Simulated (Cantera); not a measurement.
Standard-state values (1 bar) from the NASA 1993 polynomials, evaluated with Cantera. Values are per mole of reaction as written; species without (g) are pure solids or liquids, kept so even where they would boil at 1 bar.

2 B + O2(g) ⇌ B2O2(g), with ΔH° = -456.0 kJ and ΔS° = 25.8 J/K at 300 K.

Question: How far is the shortcut ΔG° ≈ ΔH°(300 K) − T·ΔS°(300 K) from the full temperature-dependent value at 1550, 1750, 1950, 2150, 2350, 2550, 2750 K?

Answer: 
| T (K) | shortcut (kJ) | full (kJ) | difference (kJ) | difference in log10 K | condensed phases |
|---|---|---|---|---|---|
| 1550 | -496.1 | -493.6 | -2.5 | 0.09 | B(s) |
| 1750 | -501.3 | -497.4 | -3.9 | 0.12 | B(s) |
| 1950 | -506.4 | -501.0 | -5.4 | 0.15 | B(s) |
| 2150 | -511.6 | -504.3 | -7.3 | 0.18 | B(s) |
| 2350 | -516.8 | -507.4 | -9.3 | 0.21 | B(s) |
| 2550 | -521.9 | -501.7 | -20.2 | 0.41 | B(l) |
| 2750 | -527.1 | -495.7 | -31.4 | 0.60 | B(l) |
The shortcut ignores heat capacities and the phase changes listed.
